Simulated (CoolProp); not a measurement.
Aqueous methanol as a coolant, at 40 °C, 1 atm.

Model: Melinder's fits for secondary coolants, in CoolProp.

```
mass %  freezing point (°C)  cp (kJ/(kg K))  density (kg/m³)  viscosity (mPa s)  Prandtl number
------  -------------------  --------------  ---------------  -----------------  --------------
2.3                    -1.3           4.184            988.0              0.687            4.68
7                      -4.4           4.173            980.0              0.758            5.42
11.6                   -7.8           4.150              [?]              0.827            6.19
16.2                  -11.6           4.123            964.8              0.893            6.99
20.9                  -15.9           4.092            956.8                [?]            7.81
25.5                  -20.6           4.057            948.9               1.00             [?]
30.1                  -25.8           4.013            940.7               1.04            9.30
34.8                  -31.6           3.956            932.1               1.06            9.92
39.4                  -37.8           3.883            923.4               1.07            10.4
44                    -44.7           3.795            914.5               1.06            10.7
```

Some entries are withheld; supply them.


- 11.6, density (kg/m³): 972.4
- 20.9, viscosity (mPa s): 0.952
- 25.5, Prandtl number: 8.59
